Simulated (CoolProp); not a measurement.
Values from CoolProp's reference Helmholtz-energy equation of state, Span 2000.

### Question
Give the vapour pressure (bar), vapour density (kg/m³), surface tension (mN/m), liquid viscosity (µPa s) of saturated nitrogen at -162.35, -159.05, -155.75 °C.

### Answer
```tsv
T (°C)	p (bar)	vapour density (kg/m³)	surface tension (mN/m)	liquid viscosity (µPa s)
-162.35	15.3	66.0	2.11	54.6
-159.05	18.5	82.1	1.56	48.8
-155.75	22.0	103	1.05	43.1
```

Viscosity comes from a separate model (Lemmon 2004). Surface tension comes from a separate correlation (Mulero 2012).
